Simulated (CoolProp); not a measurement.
Computed with CoolProp (reference Helmholtz-energy equation of state, Wu 2011).

Problem. For dimethyl ether, give the phase and the cp (kJ/(kg K)), speed of sound (m/s) at 342.8 K and 1.01 bar.

Solution. 
- 342.8 K and 1.01 bar: gas; cp 1.58, speed of sound 262
